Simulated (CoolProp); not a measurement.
A single-stage vapour-compression cycle with propyne: evaporating at 301.15 K (dew point), condensing at 354.15 K (bubble point), superheat 2 K, subcooling 8 K, compressor efficiency 0.9, no pressure losses. Each further row changes one setting.

Computed with CoolProp (reference Helmholtz-energy equation of state, Polt 1992). This equation is an older, rougher fit; its heat capacities, sound speeds and derivatives of the liquid may be far off and weren't checked against measurements.

```
case                              cooling COP  pressure ratio  discharge temperature (K)  refrigerating effect (kJ/kg)  volumetric capacity (kJ/m³)
--------------------------------  -----------  --------------  -------------------------  ----------------------------  ---------------------------
as stated                                4.18            3.61                      373.6                           346                         3940
evaporating temperature 306.15 K          [?]            3.14                      371.7                           [?]                         4580
condensing temperature 349.15 K          4.75             [?]                      367.3                           361                         4110
subcooling 13 K                          4.36            3.61                      373.6                           361                         4110
superheat 12 K                           4.18            3.61                        [?]                           [?]                         3950
compressor efficiency 0.8                3.71            3.61                      378.0                           346                         3940
```

Task: Complete the blanks.

Result: 
- evaporating temperature 306.15 K, cooling COP: 4.77
- evaporating temperature 306.15 K, refrigerating effect (kJ/kg): 351
- condensing temperature 349.15 K, pressure ratio: 3.25
- superheat 12 K, discharge temperature (K): 383.4
- superheat 12 K, refrigerating effect (kJ/kg): 365
